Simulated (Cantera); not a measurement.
An isothermal, constant-pressure homogeneous reactor starts with CO : O2 : H2O : N2 = 0.0093 : 0.017 : 0.00011 : 1 (molar parts), at 1300 K and 3750 Torr.

Computed with Cantera and GRI-Mech 3.0 (53 species, 325 reactions).

Task: Predict: x(CO) at 2.00 s; x(O2) at 2.00 s; x(H2O) at 2.00 s; x(N2O) at 2.00 s; x(NO) at 2.00 s; x(CO2) at 2.00 s.

Result: 
```
Property                                             Result
----------------  -----------------------------------------
x(CO) at 2.00 s     6.07e-8 (gas-phase equilibrium 5.71e-9)
x(O2) at 2.00 s       0.0121 (gas-phase equilibrium 0.0120)
x(H2O) at 2.00 s  0.000108 (gas-phase equilibrium 0.000108)
x(N2O) at 2.00 s    2.92e-8 (gas-phase equilibrium 1.75e-8)
x(NO) at 2.00 s    4.44e-6 (gas-phase equilibrium 0.000106)
x(CO2) at 2.00 s    0.00910 (gas-phase equilibrium 0.00910)
```
